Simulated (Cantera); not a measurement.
A Cantera script and its output.

```python
import numpy as np
import cantera as ct

gas = ct.Solution("gri30.yaml")
gas.TPX = 1725, 51000, {'C3H8': 1, 'O2': 6.67, 'N2': 25.1, 'CO2': 6.5}
reactor = ct.IdealGasConstPressureReactor(gas, energy="on", clone=False)
net = ct.ReactorNet([reactor])
net.rtol, net.atol = 1e-08, 1e-16
show = ['C3H8', 'O2', 'CO2', 'CH2O', 'CH3']
times = np.geomspace(1e-06, 1, 14)

steps = ct.SolutionArray(gas, extra=["t"])
rows = []
print(f"{'t/s':>10s}{'T/K':>9s}{'P/Pa':>11s}" + "".join(f"{s:>11s}" for s in show))
for t in times:
    while net.time < t:
        t_next = net.step()
        steps.append(gas.state, t=t_next)
    rows.append([np.interp(t, steps.t, y) for y in (steps.T, steps.P, *steps(*show).X.T)])
    print(f"{t:10.3e}{rows[-1][0]:9.1f}{rows[-1][1]:11.4g}" + "".join(f"{x:11.3e}" for x in rows[-1][2:]))
rate = np.gradient(steps.T, steps.t)
print("integrator steps:", len(steps.t))
if steps.T.max() > steps.T[0] + 200:
    print(f"time of steepest temperature rise: {steps.t[rate.argmax()]:.4e} s")
gas.TPX = 1725, 51000, {'C3H8': 1, 'O2': 6.67, 'N2': 25.1, 'CO2': 6.5}
gas.equilibrate("HP")
print(f"equilibrium (HP): T = {gas.T:.1f} K  " + "  ".join(f"{s} {gas[s].X[0]:.3e}" for s in show))
```

Output:

```
       t/s      T/K       P/Pa       C3H8         O2        CO2       CH2O        CH3
 1.000e-06   1719.8    5.1e+04  2.479e-02  1.697e-01  1.654e-01  2.753e-06  6.104e-04
 2.894e-06   1709.6    5.1e+04  2.308e-02  1.690e-01  1.650e-01  6.797e-05  2.140e-03
 8.377e-06   1693.0    5.1e+04  1.730e-02  1.658e-01  1.637e-01  9.572e-04  5.509e-03
 2.424e-05   1800.3    5.1e+04  1.492e-03  1.382e-01  1.583e-01  3.399e-03  3.701e-03
 7.017e-05   2189.0    5.1e+04  2.514e-39  6.873e-02  1.542e-01  5.093e-11  6.110e-14
 2.031e-04   2243.8    5.1e+04  6.334e-48  6.714e-02  1.589e-01  4.590e-11  1.587e-16
 5.878e-04   2346.4    5.1e+04  8.433e-49  6.397e-02  1.686e-01  3.729e-11  1.121e-16
 1.701e-03   2467.1    5.1e+04  3.643e-49  5.939e-02  1.815e-01  2.900e-11  1.066e-16
 4.924e-03   2507.0    5.1e+04  3.508e-49  5.703e-02  1.865e-01  2.723e-11  1.127e-16
 1.425e-02   2504.0    5.1e+04  3.540e-49  5.539e-02  1.868e-01  2.705e-11  1.118e-16
 4.125e-02   2499.7    5.1e+04  3.573e-49  5.349e-02  1.871e-01  2.686e-11  1.104e-16
 1.194e-01   2498.7    5.1e+04  3.580e-49  5.306e-02  1.872e-01  2.681e-11  1.101e-16
 3.455e-01   2498.7    5.1e+04  3.580e-49  5.305e-02  1.872e-01  2.681e-11  1.101e-16
 1.000e+00   2498.7    5.1e+04  3.580e-49  5.305e-02  1.872e-01  2.681e-11  1.101e-16
integrator steps: 1498
time of steepest temperature rise: 3.3520e-05 s
equilibrium (HP): T = 2498.7 K  C3H8 6.872e-49  O2 5.305e-02  CO2 1.872e-01  CH2O 2.681e-11  CH3 1.574e-16
```

Cantera simulation using GRI-Mech 3.0 (53 species, 325 reactions); the numbers are that mechanism's predictions, not measurements. GRI-Mech 3.0 was tuned for natural gas; its chemistry of propane as a main component is partial and can be far from experiment.
